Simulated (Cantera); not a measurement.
A Cantera script and what it prints.

```python
import numpy as np
import cantera as ct

gas_names = """
    F F2 FS2F,fluorodisu N NF NF2 NF3 N2 S SF SF2 SF3 SF4 SF5 SF6 SN S2 S2F2,thiothiony S8 Si SiF SiF2
    SiF3 SiF4 SiN SiS Si2 Si2N Si3
""".split()
cond_names = """
    S(cr1) S(cr2) S(L) Si(cr) Si(L) Si3N4(a)
""".split()


# ... load() reads the species with a 1 bar reference pressure and builds the phases ...
atoms = {
    'Si': {'Si': 1},
    'NF3': {'N': 1, 'F': 3},
    'N2': {'N': 2},
    'SF6': {'S': 1, 'F': 6},
}
top_T = {'Si3N4(a)': 2400}  # K; cautious upper limits of use, not melting points


# ... equilibrate(T, P, feed) seeds the gas with the atoms and calls Mixture.equilibrate('TP', solver="vcs", rtol=1e-11, max_steps=5000) ...
results = []
feed = {'Si': 1, 'NF3': 0.89, 'N2': 16, 'SF6': 1.8}  # mol
P = 900  # Pa
for T in [925, 975, 1025, 1075, 1125, 1175, 1225, 1275, 1325, 1375, 1425, 1475]:
    mix = equilibrate(T, P, feed)
    results.append((T, P, feed, dict(zip(mix.species_names, mix.species_moles))))
    x = sorted(zip(gas.X, gas.species_names), reverse=True)
    print(f"T = {T:g} K  P = {P:g} Pa  gas = {mix.phase_moles(0):.4g} mol")
    print("   x: " + "  ".join(f"{s} {v:.3e}" for v, s in x if v > 0.001))
    print("   condensed (mol): " + ("  ".join(f"{mix.phase(i).name} {mix.phase_moles(i):.4g}"
          for i in range(1, mix.n_phases) if mix.phase_moles(i) > 1e-12) or "none"))
```

Result:

```
T = 925 K  P = 900 Pa  gas = 19.25 mol
   x: N2 8.545e-01  SF6 5.901e-02  SiF4 5.196e-02  SF4 3.447e-02
   condensed (mol): none
T = 975 K  P = 900 Pa  gas = 19.25 mol
   x: N2 8.545e-01  SF6 5.901e-02  SiF4 5.196e-02  SF4 3.445e-02
   condensed (mol): none
T = 1025 K  P = 900 Pa  gas = 19.25 mol
   x: N2 8.545e-01  SF6 5.901e-02  SiF4 5.196e-02  SF4 3.444e-02
   condensed (mol): none
T = 1075 K  P = 900 Pa  gas = 19.25 mol
   x: N2 8.544e-01  SF6 5.898e-02  SiF4 5.196e-02  SF4 3.444e-02
   condensed (mol): none
T = 1125 K  P = 900 Pa  gas = 19.25 mol
   x: N2 8.542e-01  SF6 5.883e-02  SiF4 5.194e-02  SF4 3.455e-02
   condensed (mol): none
T = 1175 K  P = 900 Pa  gas = 19.27 mol
   x: N2 8.533e-01  SF6 5.824e-02  SiF4 5.189e-02  SF4 3.501e-02  F 1.408e-03
   condensed (mol): none
T = 1225 K  P = 900 Pa  gas = 19.34 mol
   x: N2 8.503e-01  SF6 5.627e-02  SiF4 5.170e-02  SF4 3.661e-02  F 4.937e-03
   condensed (mol): none
T = 1275 K  P = 900 Pa  gas = 19.53 mol
   x: N2 8.420e-01  SiF4 5.120e-02  SF6 5.089e-02  SF4 4.101e-02  F 1.461e-02
   condensed (mol): none
T = 1325 K  P = 900 Pa  gas = 19.94 mol
   x: N2 8.246e-01  SF4 5.027e-02  SiF4 5.014e-02  SF6 3.955e-02  F 3.502e-02
   condensed (mol): none
T = 1375 K  P = 900 Pa  gas = 20.59 mol
   x: N2 7.986e-01  F 6.546e-02  SF4 6.380e-02  SiF4 4.856e-02  SF6 2.275e-02
   condensed (mol): none
T = 1425 K  P = 900 Pa  gas = 21.22 mol
   x: N2 7.750e-01  F 9.306e-02  SF4 7.473e-02  SiF4 4.712e-02  SF6 8.068e-03  SF3 1.550e-03
   condensed (mol): none
T = 1475 K  P = 900 Pa  gas = 21.59 mol
   x: N2 7.619e-01  F 1.084e-01  SF4 7.610e-02  SiF4 4.633e-02  SF3 3.575e-03  SF6 1.901e-03  SF2 1.771e-03
   condensed (mol): none
```

Equilibrium computed with Cantera from the NASA thermochemical tables; the gas is ideal and each condensed phase is pure. The tables' values for SF3, SF5 are old estimates; treat these amounts as uncertain.
